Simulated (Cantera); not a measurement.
**Catalytic stagnation flow on Pt**

A jet of 4.25 % CH4, 9.69 % O2, 86.1 % N2, equivalence ratio 0.88 at 300 K and 105 Torr hits a platinum plate 4.2 cm away at a mass flux of 0.02 kg/m²/s; the plate temperature is set and raised in steps from an oxygen-covered start.

Computed with Cantera and Deutschmann's 1995 Pt surface mechanism with GRI-Mech 3.0 gas chemistry. Catalytic surfaces can have several steady states; this one follows from the mechanism file's or the stated starting coverage.

| plate T (K) | wall x CH4 | wall x O2 | wall x H2O | wall x OH | wall x CO | wall x CO2 | θ free Pt | θ O* | θ OH* |
|---|---|---|---|---|---|---|---|---|---|
| 850 | 0.0260 | 0.0618 | 0.0309 | <1e-8 | 7.28e-6 | 0.0202 | 0.150 | 0.848 | 0.00195 |
| 900 | 0.0157 | 0.0400 | 0.0501 | 3.41e-8 | 6.58e-6 | 0.0329 | 0.234 | 0.764 | 0.00235 |
| 950 | 0.00928 | 0.0265 | 0.0618 | 9.67e-8 | 5.68e-6 | 0.0407 | 0.328 | 0.670 | 0.00236 |
| 1000 | 0.00600 | 0.0196 | 0.0677 | 2.43e-7 | 5.21e-6 | 0.0447 | 0.419 | 0.579 | 0.00216 |
| 1050 | 0.00425 | 0.0160 | 0.0708 | 5.54e-7 | 5.13e-6 | 0.0468 | 0.503 | 0.495 | 0.00190 |
| 1100 | 0.00324 | 0.0139 | 0.0725 | 1.16e-6 | 5.38e-6 | 0.0479 | 0.580 | 0.418 | 0.00162 |
| 1150 | 0.00261 | 0.0127 | 0.0735 | 2.24e-6 | 5.93e-6 | 0.0486 | 0.649 | 0.349 | 0.00137 |
| 1200 | 0.00221 | 0.0120 | 0.0740 | 4.07e-6 | 6.81e-6 | 0.0489 | 0.710 | 0.289 | 0.00115 |
x: mole fraction at the wall; θ: surface coverage.
